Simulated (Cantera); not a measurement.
Feed: 1 mol SiHCl3, 0.35 mol HCl, 190 mol N2, at 750 Torr.

Cantera equilibrium calculation (NASA polynomials, part measured and part estimated; ideal gas, pure solids and liquids). Candidate condensed phases: NH4Cl, Si, Si3N4; 28 gas species. N2 is the only nitrogen source here; it is nearly inert below about 1500 K, so the nitride shown seldom forms there in practice. The tables' values for SiCl3 are old estimates; treat these amounts as uncertain. The numbers say what is thermodynamically allowed, not how fast it happens.

x: gas mole fraction; n: condensed amount in mol.

```
T (K)   x N2    x HCl   x SiCl2  x SiCl4   x SiCl3  n Si3N4(s)
-----  -----  -------  --------  -------  --------  ----------
1048   0.991  0.00630   5.00e-8  0.00280   2.76e-6       0.155
1148   0.991  0.00638   8.24e-7  0.00276   1.44e-5       0.156
1248   0.990  0.00645   8.54e-6  0.00271   5.66e-5       0.156
1348   0.990  0.00649   6.10e-5  0.00258  0.000177       0.153
1448   0.990  0.00650  0.000314      [?]  0.000439       0.141
1548   0.990  0.00645   0.00115      [?]  0.000803       0.108
1648   0.989  0.00625   0.00279      [?]  0.000935      0.0503
1748   0.988  0.00590   0.00431      [?]  0.000688           0
```

### Question
Complete the blanks.

### Answer

- 1448, x SiCl4: 0.00225
- 1548, x SiCl4: 0.00157
- 1648, x SiCl4: 0.000692
- 1748, x SiCl4: 0.000196
